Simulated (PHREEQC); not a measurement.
0.019 g of hydrous ferric oxide (600 m²/g; 0.2 weak and 0.005 strong sites per Fe, Dzombak-Morel constants, diffuse double layer) in 1 kg of water with 0.01 mol/kgw of an inert sodium salt and 0.0017 mmol/kgw BaCl2 and 0.02 mmol/kgw ZnCl2, at 25 °C; the pH is set by adding NaOH or the inert anion's acid. O2 is buffered at 0.21 atm. No CO2 enters from the air. Precipitation was switched off in this run.

Computed with PHREEQC (ion-association model, wateq4f.dat).

### Question
Predict surface charge σ (C/m²), surface potential ψ (mV) at pH = 3.5, 4, 4.5, 5.5, 7.5.

### Answer
```csv
pH,surface charge σ (C/m²),surface potential ψ (mV)
3.5,0.275,197
4,0.216,185
4.5,0.160,170
5.5,0.077,132
7.5,0.015,56
```

The oxide is taken as insoluble; below pH 4 it would dissolve.
